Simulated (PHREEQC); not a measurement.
## Metal-bearing waste water (model solution)

Solution (69 °C): 0.03 mol/kgw FeSO4, 0.00019 mol/kgw CuCl2, 0.00019 mol/kgw NaF and 0.001 mol/kgw Na2SO4. Closed to the air; pH follows from the charge balance.

Computed with PHREEQC (ion-association model, wateq4f.dat).

This is a speciation only: nothing precipitates in the calculation.

### Question
What pH, ionic strength does the model give?

### Answer
pH 5.45; ionic strength 0.0644 mol/kgw.

### Question
In which forms is Cu present?

### Answer
Cu+2 58 %, CuSO4 41 %, Cu2(OH)2+2 0.9 % of the Cu.

Examples of supersaturated solids here: Tenorite (slow to form). Others may be too. At this temperature some constants are extrapolated from 25 °C, and those without enthalpy data are left unchanged. Fluoro complexes past AlF4- and FeF3 are missing from the database.
